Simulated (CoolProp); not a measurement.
Hexamethyldisiloxane (MM) at 438.63 K and 1.29 MPa is throttled through a valve to 0.204 MPa with no heat exchange. Each further row changes one setting.

Model: reference Helmholtz-energy equation of state, Thol 2016, in CoolProp.

```json
[
 {"case": "as stated", "temperature change (K)": "?", "final phase": "?", "final density (kg/m³)": "?"},
 {"case": "outlet pressure 0.0612 MPa", "temperature change (K)": "?", "final phase": "?", "final density (kg/m³)": "?"},
 {"case": "outlet pressure 0.265 MPa", "temperature change (K)": "-27.9", "final phase": "?", "final density (kg/m³)": "?"}
]
```

**Question.** Complete the blanks.

**Answer.** 
- as stated, temperature change (K): -38.8
- as stated, final phase: two-phase, vapour fraction 0.494
- as stated, final density (kg/m³): 22.1
- outlet pressure 0.0612 MPa, temperature change (K): -81.4
- outlet pressure 0.0612 MPa, final phase: two-phase, vapour fraction 0.889
- outlet pressure 0.0612 MPa, final density (kg/m³): 3.94
- outlet pressure 0.265 MPa, final phase: two-phase, vapour fraction 0.371
- outlet pressure 0.265 MPa, final density (kg/m³): 37.3
